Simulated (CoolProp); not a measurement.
c-C4F8 (RC318) along the isobar 2.61 MPa: density (kg/m³) from the reference equation and from simpler models built on Tc = 388.4 K, pc = 2.778 MPa, ω = 0.355; each cubic takes its own stable root.

The numbers come from the reference Helmholtz-energy equation of state, Platzer 1990 in CoolProp. This equation is an older, rougher fit; its heat capacities, sound speeds and derivatives of the liquid may be far off and weren't checked against measurements.

```json
[
 {"T (K)": "321.5", "phase": "liquid", "reference": "1418", "van der Waals": "898.1", "Soave-Redlich-Kwong": "1321", "Peng-Robinson": "1495"},
 {"T (K)": "326.5", "phase": "liquid", "reference": "1396", "van der Waals": "884.3", "Soave-Redlich-Kwong": "1295", "Peng-Robinson": "1465"},
 {"T (K)": "331.6", "phase": "liquid", "reference": "1372", "van der Waals": "869.4", "Soave-Redlich-Kwong": "1267", "Peng-Robinson": "1433"},
 {"T (K)": "336.6", "phase": "liquid", "reference": "1348", "van der Waals": "854.0", "Soave-Redlich-Kwong": "1238", "Peng-Robinson": "1400"},
 {"T (K)": "341.6", "phase": "liquid", "reference": "1322", "van der Waals": "837.6", "Soave-Redlich-Kwong": "1207", "Peng-Robinson": "1365"},
 {"T (K)": "346.7", "phase": "liquid", "reference": "1294", "van der Waals": "819.8", "Soave-Redlich-Kwong": "1173", "Peng-Robinson": "1326"},
 {"T (K)": "351.7", "phase": "liquid", "reference": "1265", "van der Waals": "800.9", "Soave-Redlich-Kwong": "1138", "Peng-Robinson": "1285"},
 {"T (K)": "356.8", "phase": "liquid", "reference": "1233", "van der Waals": "779.8", "Soave-Redlich-Kwong": "1098", "Peng-Robinson": "1240"},
 {"T (K)": "361.8", "phase": "liquid", "reference": "1198", "van der Waals": "756.7", "Soave-Redlich-Kwong": "1056", "Peng-Robinson": "1190"},
 {"T (K)": "366.9", "phase": "liquid", "reference": "1159", "van der Waals": "729.9", "Soave-Redlich-Kwong": "1007", "Peng-Robinson": "1134"},
 {"T (K)": "371.9", "phase": "liquid", "reference": "1113", "van der Waals": "698.4", "Soave-Redlich-Kwong": "951.7", "Peng-Robinson": "1069"},
 {"T (K)": "377", "phase": "liquid", "reference": "1055", "van der Waals": "656.7", "Soave-Redlich-Kwong": "882.5", "Peng-Robinson": "988.0"}
]
```
